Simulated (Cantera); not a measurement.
Input (Python, Cantera):

```python
import numpy as np
import cantera as ct

gas = ct.Solution("gri30.yaml")
gas.TPX = 1823, 2700000, {'CH4': 1, 'H2': 0.77, 'O2': 7.01, 'N2': 26.4}
reactor = ct.IdealGasConstPressureReactor(gas, energy="on", clone=False)
net = ct.ReactorNet([reactor])
net.rtol, net.atol = 1e-08, 1e-16
show = ['CH4', 'H2', 'O2', 'N2O', 'H2O', 'HCO', 'H']
times = np.geomspace(1e-06, 2, 12)

steps = ct.SolutionArray(gas, extra=["t"])
rows = []
print(f"{'t/s':>10s}{'T/K':>9s}{'P/Pa':>11s}" + "".join(f"{s:>11s}" for s in show))
for t in times:
    while net.time < t:
        t_next = net.step()
        steps.append(gas.state, t=t_next)
    rows.append([np.interp(t, steps.t, y) for y in (steps.T, steps.P, *steps(*show).X.T)])
    print(f"{t:10.3e}{rows[-1][0]:9.1f}{rows[-1][1]:11.4g}" + "".join(f"{x:11.3e}" for x in rows[-1][2:]))
rate = np.gradient(steps.T, steps.t)
print("integrator steps:", len(steps.t))
if steps.T.max() > steps.T[0] + 200:
    print(f"time of steepest temperature rise: {steps.t[rate.argmax()]:.4e} s")
gas.TPX = 1823, 2700000, {'CH4': 1, 'H2': 0.77, 'O2': 7.01, 'N2': 26.4}
gas.equilibrate("HP")
print(f"equilibrium (HP): T = {gas.T:.1f} K  " + "  ".join(f"{s} {gas[s].X[0]:.3e}" for s in show))
```

It prints:

```
       t/s      T/K       P/Pa        CH4         H2         O2        N2O        H2O        HCO          H
 1.000e-06   1829.2    2.7e+06  2.676e-02  2.109e-02  1.978e-01  1.938e-08  1.879e-03  7.903e-07  6.535e-05
 3.740e-06   2452.4    2.7e+06  2.464e-14  7.087e-04  1.332e-01  6.494e-06  7.428e-02  8.864e-09  3.660e-04
 1.398e-05   2531.8    2.7e+06  4.460e-15  2.855e-04  1.311e-01  4.901e-06  7.633e-02  2.431e-10  9.532e-05
 5.230e-05   2531.5    2.7e+06  1.115e-16  2.827e-04  1.309e-01  4.862e-06  7.635e-02  2.241e-10  9.399e-05
 1.956e-04   2529.0    2.7e+06  3.067e-19  2.801e-04  1.303e-01  4.841e-06  7.638e-02  2.192e-10  9.256e-05
 7.313e-04   2521.1    2.7e+06  2.736e-19  2.721e-04  1.284e-01  4.795e-06  7.647e-02  2.042e-10  8.814e-05
 2.735e-03   2505.4    2.7e+06  2.261e-19  2.567e-04  1.246e-01  4.783e-06  7.664e-02  1.775e-10  7.996e-05
 1.023e-02   2497.6    2.7e+06  2.054e-19  2.494e-04  1.228e-01  4.812e-06  7.672e-02  1.655e-10  7.618e-05
 3.824e-02   2497.5    2.7e+06  2.050e-19  2.492e-04  1.227e-01  4.813e-06  7.673e-02  1.653e-10  7.612e-05
 1.430e-01   2497.5    2.7e+06  2.050e-19  2.492e-04  1.227e-01  4.813e-06  7.673e-02  1.653e-10  7.612e-05
 5.348e-01   2497.5    2.7e+06  2.050e-19  2.492e-04  1.227e-01  4.813e-06  7.673e-02  1.653e-10  7.612e-05
 2.000e+00   2497.5    2.7e+06  2.050e-19  2.492e-04  1.227e-01  4.813e-06  7.673e-02  1.653e-10  7.612e-05
integrator steps: 1514
time of steepest temperature rise: 2.1301e-06 s
equilibrium (HP): T = 2497.5 K  CH4 3.016e-19  H2 2.492e-04  O2 1.227e-01  N2O 4.813e-06  H2O 7.673e-02  HCO 1.653e-10  H 7.612e-05
```

Detailed kinetics in Cantera: GRI-Mech 3.0 (53 species, 325 reactions). The pressure lies above the range GRI-Mech 3.0 was tuned for (to about 10 atm).
